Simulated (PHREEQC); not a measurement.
Dissolve 9.9 mmol/kgw H2SO4, 0.78 mmol/kgw Al2(SO4)3 and 0.088 mmol/kgw Fe2(SO4)3 at 80 °C. Closed to the air; pH follows from the charge balance.

Computed with PHREEQC (ion-association model, phreeqc.dat).

```json
{
 "pH": "1.98",
 "ionic_strength": "0.0181 mol/kgw",
 "total_alkalinity": "-20.2 meq/kg"
}
```

```
species    molality  activity   log γ
---------  --------  --------  ------
H+           0.0118    0.0104  -0.055
HSO4-       0.00806   0.00694  -0.065
SO4-2       0.00299   0.00168  -0.251
AlSO4+      0.00116  0.000998  -0.064
Al+3       0.000319  0.000103  -0.491
FeSO4+     0.000119  0.000103  -0.063
Al(SO4)2-   7.61e-5   6.57e-5  -0.064
FeOH+2      3.41e-5   1.91e-5  -0.251
```

Precipitation was switched off in this run. Saturation is exceeded, for instance for Hematite (slow to form), Goethite (slow to form); the values hold only as long as no solid forms. Away from 25 °C the constants follow the database's enthalpies or fits; those with neither stay at their 25 °C values.
